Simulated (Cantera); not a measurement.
# Ignition delay

Mixture: H₂ : O₂ : N₂ = 1 : 0.263 : 0.989 (molar parts), equivalence ratio 1.9, at 450000 Pa, adiabatic and at constant volume. Ignition delay is the time to a rise of 400 K.

Model: GRI-Mech 3.0 (53 species, 325 reactions), integrated in Cantera. The hydrogen kinetics of GRI-Mech 3.0 are dated; newer H2 mechanisms differ, most at raised pressure. Where the delays flatten at high temperature, the 400 K rule measures the pace of heat release, not the induction time.

| T0 (K) | delay (ms) |
|---|---|
| 1425 | 0.00415 |
| 1500 | 0.00317 |
| 1575 | 0.00252 |
| 1650 | 0.00208 |
| 1725 | 0.00177 |
